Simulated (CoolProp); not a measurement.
Vapour pressure (kPa) of sulfur hexafluoride: the reference equation beside estimates from Tc = 318.7 K, pc = 3755 kPa, ω = 0.210. Clausius-Clapeyron is anchored at 266.7 K with a constant enthalpy of vaporisation of 12.91 kJ/mol.

Model: reference Helmholtz-energy equation of state, Guder 2009, in CoolProp.

```csv
T (K),reference,Lee-Kesler,Clausius-Clapeyron,van der Waals,Redlich-Kwong,Soave-Redlich-Kwong,Peng-Robinson
239.3,429.0,437.1,535.4,1066,577.5,437.6,433.5
244.8,521.5,530.8,619.5,1189,686.1,532.0,526.5
250.3,628.2,638.5,712.2,1321,808.3,641.0,633.6
255.7,747.9,759.1,811.9,1458,942.2,763.2,754.0
261.2,886.4,898.3,922.6,1608,1093,904.7,893.4
266.7,1043,1055,1043,1766,1261,1065,1051
272.2,1219,1231,1173,1934,1444,1244,1229
277.6,1413,1424,1311,2109,1641,1441,1424
283.1,1632,1643,1461,2296,1860,1664,1646
288.6,1876,1886,1623,2493,2097,1911,1892
294,2141,2151,1791,2697,2349,2178,2159
299.5,2440,2448,1974,2914,2625,2477,2459
305,2769,2777,2167,3141,2922,2804,2789
```

Absolute difference from the reference over all 13 rows, mean and median: Lee-Kesler 1.0 and 1.0 %, Clausius-Clapeyron 12.4 and 13.4 %, van der Waals 67.1 and 58.7 %, Redlich-Kwong 19.1 and 18.5 %, Soave-Redlich-Kwong 1.9 and 2.0 %, Peng-Robinson 0.8 and 0.8 %.
